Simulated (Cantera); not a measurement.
Equilibrium for silicon nitride deposition: SiHCl₃ + N₂

Input: 1 mol SiHCl₃, a varied amount of N₂, equilibrated at 477 °C and 0.100 bar.

Equilibrium computed with Cantera from the NASA thermochemical tables; the gas is ideal and each condensed phase is pure. Candidate condensed phases: NH₄Cl, Si, Si₃N₄; 28 gas species. N₂ is the only nitrogen source here; it is nearly inert below about 1500 K, so the nitride shown seldom forms there in practice. Rates play no part.

From 0.88 mol N₂ to 65 mol N₂ the condensed part is Si₃N₄(s). The main Si-bearing gas is SiCl₄ throughout. The share of Si in condensed phases is highest at 65 mol N₂ (45.7 %) and lowest at 0.88 mol N₂ (37.5 %).

| n(N₂) (mol) | x N₂ | x SiCl₄ | x HCl | x H₂ | x SiHCl₃ | x NH₃ | x SiCl₃ | n Si₃N₄(s) |
|---|---|---|---|---|---|---|---|---|
| 0.88 | 0.314 | 0.311 | 0.250 | 0.124 | 6.99e-5 | 1.25e-5 | 1.48e-7 | 0.125 |
| 1.8 | 0.526 | 0.208 | 0.192 | 0.0748 | 3.68e-5 | 7.58e-6 | 1.00e-7 | 0.130 |
| 3.7 | 0.709 | 0.123 | 0.128 | 0.0394 | 1.71e-5 | 3.36e-6 | 6.44e-8 | 0.135 |
| 7.5 | 0.836 | 0.0673 | 0.0782 | 0.0188 | 7.31e-6 | 1.20e-6 | 3.98e-8 | 0.140 |
| 15 | 0.911 | 0.0352 | 0.0451 | 0.00841 | 2.97e-6 | 3.76e-7 | 2.41e-8 | 0.144 |
| 32 | 0.956 | 0.0167 | 0.0236 | 0.00328 | 1.05e-6 | 9.40e-8 | 1.37e-8 | 0.149 |
| 65 | 0.978 | 0.00821 | 0.0125 | 0.00131 | 3.88e-7 | 2.38e-8 | 8.01e-9 | 0.152 |
x: gas mole fraction; n: condensed amount in mol.
